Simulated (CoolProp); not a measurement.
Vapour-liquid equilibrium of CH2F2 (R32) (1) + R236FA (2) at 1.56 bar; x and y are mole fractions of (1).

Model: multi-fluid Helmholtz-energy mixture model, Tillner-Roth 1997 and Pan 2012; pair parameters Bell 2016, in CoolProp.

Problem. Give the bubble temperature and the first vapour's composition at x = 0.275, 0.8, 0.95. Is there an azeotrope?

Solution. x = 0.275: 255.2 K, y = 0.762; x = 0.8: 234.7 K, y = 0.974; x = 0.95: 231.4 K, y = 0.994. No azeotrope shows between x = 0.05 and 0.95.

Pair parameters are fitted to limited data, so mixtures are less certain than the pure fluids. The gap from Raoult's law changes sign with composition, which may be real or a fault of the pair parameters; it wasn't checked against measurements.
